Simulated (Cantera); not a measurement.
## Catalytic combustion on Pt

An isothermal plug-flow reactor at 775 K and 0.370 bar (inlet), inlet velocity 0.55 m/s, active area per volume 230 1/m; feed CO : O₂ : N₂ : H₂O = 0.0048 : 0.061 : 0.79 : 0.099 (molar parts), equivalence ratio 0.039.

Computed with Cantera and Deutschmann's 1995 Pt surface mechanism with GRI-Mech 3.0 gas chemistry. Catalytic surfaces can have several steady states; this one follows from the mechanism file's or the stated starting coverage. Mass transfer to the wall is taken as infinitely fast.

```tsv
z (m)	x CO	x O₂	x H₂O	x CO₂	θ free Pt	θ O*	θ OH*	θ CO*
0.00016	0.00287	0.0629	0.104	0.00216	0.0857	0.906	0.00669	0.00186
0.00031	0.00253	0.0627	0.104	0.00250	0.0749	0.918	0.00629	0.00124
0.0006	0.00210	0.0625	0.104	0.00293	0.0662	0.927	0.00595	0.000793
0.0012	0.00155	0.0623	0.104	0.00349	0.0589	0.935	0.00564	0.000459
0.0022	0.00102	0.0620	0.104	0.00402	0.0540	0.940	0.00541	0.000253
0.0043	0.000484	0.0618	0.104	0.00455	0.0502	0.944	0.00523	0.000103
0.0084	0.000132	0.0616	0.104	0.00491	0.0482	0.947	0.00513	2.58e-5
0.016	1.33e-5	0.0615	0.104	0.00503	0.0475	0.947	0.00510	2.53e-6
```
x: gas mole fraction; θ: surface coverage.
